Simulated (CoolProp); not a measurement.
The numbers come from the reference Helmholtz-energy equation of state, Lemmon 2006 in CoolProp. It is a short technical equation, of lower accuracy than the large ones.

For R141b, give the phase and the density (kg/m³), cp (kJ/(kg K)), cv (kJ/(kg K)), Joule-Thomson coefficient (K/MPa) at 57.95 °C and 0.577 MPa.


- 57.95 °C and 0.577 MPa: liquid; density 1170, cp 1.20, cv 0.835, Joule-Thomson coefficient -0.286
